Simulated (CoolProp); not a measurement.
Saturation properties of ammonia (Tc = 405.6 K, pc = 11360 kPa, ω = 0.256).

Model: reference Helmholtz-energy equation of state, Gao 2020, in CoolProp.

| T (K) | p (kPa) | vapour density (kg/m³) | liquid viscosity (µPa s) | vapour viscosity (µPa s) |
|---|---|---|---|---|
| 261.3 | 269.4 | 2.226 | 194 | 8.70 |
| 276.6 | 487.5 | 3.900 | 164 | 9.16 |
| 291.9 | 823.3 | [?] | 140 | 9.64 |
| 307.2 | 1314 | 10.17 | 121 | 10.1 |
| 322.5 | 1999 | 15.50 | 104 | 10.7 |
| 337.9 | 2931 | 23.13 | 90.4 | 11.2 |
| 353.2 | 4146 | 33.93 | [?] | 12.0 |
| 368.5 | [?] | 49.79 | 66.6 | 12.9 |

Complete the blanks.


- 291.9, vapour density (kg/m³): 6.443
- 353.2, liquid viscosity (µPa s): 78.0
- 368.5, p (kPa): 5704

It boils at 239.8 K under 1 atm.

Viscosity comes from a separate model (Fenghour 1995).
